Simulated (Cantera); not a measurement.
# Equilibrium for sublimation and decomposition of ceramics: SiC + Si + H2

Feed: 1 mol SiC, a varied amount of Si, 0.028 mol H2, held at 2127 °C and 0.0133 bar.

Method: chemical equilibrium by Gibbs-energy minimisation in Cantera with the NASA 1993 tables (ideal gas, pure condensed phases). Candidate condensed phases: C, C6H6, C7H8, C8H18, Si, SiC; 87 gas species. Mutual solubility and eutectic melting of coexisting phases are not modelled. Gases not in the tables: Si2H6 and higher silanes. The numbers say what is thermodynamically allowed, not how fast it happens.

From 0.0032 mol Si to 0.0052 mol Si the condensed part is SiC(s). From 0.0086 mol Si to 0.11 mol Si the condensed part is Si(l) + SiC(s). The main Si-bearing gas is Si throughout.

| n(Si) (mol) | log p H2 | log p Si | log p H | log p Si2C | log p SiH | log p Si2 | n SiC(s) | n Si(l) |
|---|---|---|---|---|---|---|---|---|
| 0.0032 | -1.98 | -2.95 | -2.79 | -3.91 | -4.45 | -4.87 | 1.000 | 0 |
| 0.0052 | -2.01 | -2.77 | -2.80 | -3.74 | -4.29 | -4.53 | 0.999 | 0 |
| 0.0086 | -2.03 | -2.66 | -2.82 | -3.62 | -4.19 | -4.30 | 0.999 | 0.00137 |
| 0.014 | -2.03 | -2.66 | -2.82 | -3.62 | -4.19 | -4.30 | 0.999 | 0.00677 |
| 0.024 | -2.03 | -2.66 | -2.82 | -3.62 | -4.19 | -4.30 | 0.999 | 0.0168 |
| 0.039 | -2.03 | -2.66 | -2.82 | -3.62 | -4.19 | -4.30 | 0.999 | 0.0318 |
| 0.065 | -2.03 | -2.66 | -2.82 | -3.62 | -4.19 | -4.30 | 0.999 | 0.0578 |
| 0.11 | -2.03 | -2.66 | -2.82 | -3.62 | -4.19 | -4.30 | 0.999 | 0.103 |
log p: log10 of the partial pressure in bar; n: condensed amount in mol.
